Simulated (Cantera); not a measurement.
## CaO + Cl₂ (oxide etching and cleaning by halides)

Charge: 1 mol CaO, a varied amount of Cl₂, equilibrated at 1350 K and 0.0375 Torr.

These are equilibrium values from Cantera (NASA tables, ideal gas, pure condensed phases), not measurements of a reactor. Candidate condensed phases: Ca, CaCl₂, CaO; 11 gas species. Kinetics and transport are ignored.

From 2.7 mol Cl₂ to 20 mol Cl₂ nothing is condensed. The main Ca-bearing gas is CaCl₂ throughout.

```json
[
 {"n(Cl₂) (mol)": "2.7", "x Cl": "0.624", "x CaCl₂": "0.215", "x O₂": "0.107", "x Cl₂": "0.0536", "x ClO": "4.39e-5", "x O": "1.96e-5"},
 {"n(Cl₂) (mol)": "4.2", "x Cl": "0.724", "x CaCl₂": "0.136", "x O₂": "0.0678", "x Cl₂": "0.0722", "x ClO": "4.05e-5", "x O": "1.55e-5"},
 {"n(Cl₂) (mol)": "5.6", "x Cl": "0.767", "x CaCl₂": "0.101", "x O₂": "0.0505", "x Cl₂": "0.0810", "x ClO": "3.70e-5", "x O": "1.34e-5"},
 {"n(Cl₂) (mol)": "7.1", "x Cl": "0.794", "x CaCl₂": "0.0793", "x O₂": "0.0396", "x Cl₂": "0.0868", "x ClO": "3.39e-5", "x O": "1.19e-5"},
 {"n(Cl₂) (mol)": "8.5", "x Cl": "0.810", "x CaCl₂": "0.0661", "x O₂": "0.0330", "x Cl₂": "0.0904", "x ClO": "3.16e-5", "x O": "1.08e-5"},
 {"n(Cl₂) (mol)": "10", "x Cl": "0.823", "x CaCl₂": "0.0561", "x O₂": "0.0280", "x Cl₂": "0.0931", "x ClO": "2.96e-5", "x O": "9.99e-6"},
 {"n(Cl₂) (mol)": "11", "x Cl": "0.829", "x CaCl₂": "0.0509", "x O₂": "0.0254", "x Cl₂": "0.0946", "x ClO": "2.84e-5", "x O": "9.52e-6"},
 {"n(Cl₂) (mol)": "13", "x Cl": "0.839", "x CaCl₂": "0.0430", "x O₂": "0.0215", "x Cl₂": "0.0968", "x ClO": "2.64e-5", "x O": "8.75e-6"},
 {"n(Cl₂) (mol)": "14", "x Cl": "0.842", "x CaCl₂": "0.0399", "x O₂": "0.0199", "x Cl₂": "0.0976", "x ClO": "2.55e-5", "x O": "8.43e-6"},
 {"n(Cl₂) (mol)": "16", "x Cl": "0.849", "x CaCl₂": "0.0349", "x O₂": "0.0174", "x Cl₂": "0.0991", "x ClO": "2.40e-5", "x O": "7.88e-6"},
 {"n(Cl₂) (mol)": "17", "x Cl": "0.851", "x CaCl₂": "0.0328", "x O₂": "0.0164", "x Cl₂": "0.0997", "x ClO": "2.34e-5", "x O": "7.64e-6"},
 {"n(Cl₂) (mol)": "19", "x Cl": "0.855", "x CaCl₂": "0.0294", "x O₂": "0.0147", "x Cl₂": "0.101", "x ClO": "2.22e-5", "x O": "7.23e-6"},
 {"n(Cl₂) (mol)": "20", "x Cl": "0.857", "x CaCl₂": "0.0279", "x O₂": "0.0139", "x Cl₂": "0.101", "x ClO": "2.17e-5", "x O": "7.04e-6"}
]
```
x: gas mole fraction; nothing condenses.
